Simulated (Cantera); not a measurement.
Adiabatic ignition

An adiabatic, constant-volume homogeneous reactor starts with H2 : O2 : N2 = 1 : 1.22 : 10 (molar parts), equivalence ratio 0.41, at 998 K and 12.0 bar.

Cantera simulation using the H2/O2 subset of GRI-Mech 3.0, which has no nitrogen chemistry; the numbers are that mechanism's predictions, not measurements. The hydrogen kinetics of GRI-Mech 3.0 are dated; newer H2 mechanisms differ, most at raised pressure. The pressure lies above the range GRI-Mech 3.0 was tuned for (to about 10 atm).

| t (s) | T (K) | P (bar) | x H2 | x O2 | x O | x OH | x HO2 | x H |
|---|---|---|---|---|---|---|---|---|
| 1.00e-6 | 998 | 12.0 | 0.0818 | 0.0998 | 1.74e-12 | <1e-12 | 1.32e-10 | 7.14e-12 |
| 3.10e-6 | 998 | 12.0 | 0.0818 | 0.0998 | 2.08e-12 | <1e-12 | 4.37e-10 | 7.38e-12 |
| 9.63e-6 | 998 | 12.0 | 0.0818 | 0.0998 | 2.11e-12 | <1e-12 | 1.39e-9 | 7.46e-12 |
| 2.99e-5 | 998 | 12.0 | 0.0818 | 0.0998 | 2.18e-12 | <1e-12 | 4.34e-9 | 7.71e-12 |
| 9.28e-5 | 998 | 12.0 | 0.0818 | 0.0998 | 2.41e-12 | <1e-12 | 1.36e-8 | 8.54e-12 |
| 0.000288 | 998 | 12.0 | 0.0818 | 0.0998 | 3.28e-12 | 1.48e-12 | 4.32e-8 | 1.16e-11 |
| 0.000894 | 998 | 12.0 | 0.0818 | 0.0998 | 7.59e-12 | 6.44e-12 | 1.56e-7 | 2.68e-11 |
| 0.00278 | 998 | 12.0 | 0.0818 | 0.0998 | 5.20e-11 | 7.13e-11 | 1.04e-6 | 1.84e-10 |
| 0.00862 | 999 | 12.0 | 0.0817 | 0.0998 | 1.58e-9 | 3.35e-9 | 1.13e-5 | 5.61e-9 |
| 0.0267 | 1764 | 20.3 | 2.94e-6 | 0.0614 | 4.75e-6 | 0.000177 | 7.52e-7 | 1.01e-7 |
| 0.0830 | 1764 | 20.3 | 2.94e-6 | 0.0614 | 4.75e-6 | 0.000177 | 7.52e-7 | 1.01e-7 |
| 0.258 | 1764 | 20.3 | 2.94e-6 | 0.0614 | 4.75e-6 | 0.000177 | 7.52e-7 | 1.01e-7 |
| 0.800 | 1764 | 20.3 | 2.94e-6 | 0.0614 | 4.75e-6 | 0.000177 | 7.52e-7 | 1.01e-7 |
x: mole fraction; the columns are a selection and need not sum to one.

```
Quantity                                                             Value
---------------------------------  ---------------------------------------
time of steepest temperature rise                                  19.0 ms
temperature at 0.800 s                                              1764 K
equilibrium temperature                                             1764 K
x(H2) at 0.800 s                   2.94e-6 (gas-phase equilibrium 2.94e-6)
x(O2) at 0.800 s                     0.0614 (gas-phase equilibrium 0.0614)
x(O) at 0.800 s                    4.75e-6 (gas-phase equilibrium 4.75e-6)
```
